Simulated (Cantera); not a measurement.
Input: 1 mol SiH2Cl2, 15 mol NH3, 1.7 mol N2, 0.62 mol H2, equilibrated at 610 Pa.

Cantera equilibrium calculation (NASA polynomials, part measured and part estimated; ideal gas, pure solids and liquids). Candidate condensed phases: NH4Cl, Si, Si3N4; 28 gas species. The tables' values for SiCl, SiCl3 are old estimates; treat these amounts as uncertain. Gases not in the tables: Si2H6 and higher silanes. Kinetics and transport are ignored.

x: gas mole fraction; n: condensed amount in mol.

```json
[
 {"T (K)": "1373", "x H2": "0.687", "x N2": "0.254", "x HCl": "0.0589", "x SiCl2": "0.000230", "x H": "[?]", "n Si3N4(s)": "0.331", "n Si(l)": "0"},
 {"T (K)": "1423", "x H2": "0.687", "x N2": "0.254", "x HCl": "0.0584", "x SiCl2": "0.000503", "x H": "[?]", "n Si3N4(s)": "0.328", "n Si(l)": "0"},
 {"T (K)": "1473", "x H2": "0.687", "x N2": "0.254", "x HCl": "0.0573", "x SiCl2": "0.00102", "x H": "[?]", "n Si3N4(s)": "0.322", "n Si(l)": "0"},
 {"T (K)": "1523", "x H2": "0.688", "x N2": "0.255", "x HCl": "0.0554", "x SiCl2": "0.00192", "x H": "[?]", "n Si3N4(s)": "0.311", "n Si(l)": "0"},
 {"T (K)": "1573", "x H2": "0.688", "x N2": "0.255", "x HCl": "0.0526", "x SiCl2": "0.00330", "x H": "[?]", "n Si3N4(s)": "0.296", "n Si(l)": "0"},
 {"T (K)": "1623", "x H2": "0.689", "x N2": "0.256", "x HCl": "0.0487", "x SiCl2": "0.00519", "x H": "[?]", "n Si3N4(s)": "0.274", "n Si(l)": "0"},
 {"T (K)": "1673", "x H2": "0.690", "x N2": "0.257", "x HCl": "0.0440", "x SiCl2": "0.00746", "x H": "[?]", "n Si3N4(s)": "0.248", "n Si(l)": "0"},
 {"T (K)": "1723", "x H2": "0.680", "x N2": "0.268", "x HCl": "0.0409", "x SiCl2": "0.00851", "x H": "[?]", "n Si3N4(s)": "0", "n Si(l)": "0.697"}
]
```

Task: Complete the blanks.

Result: 
- 1373, x H: 3.53e-5
- 1423, x H: 7.05e-5
- 1473, x H: 0.000134
- 1523, x H: 0.000245
- 1573, x H: 0.000432
- 1623, x H: 0.000735
- 1673, x H: 0.00121
- 1723, x H: 0.00193
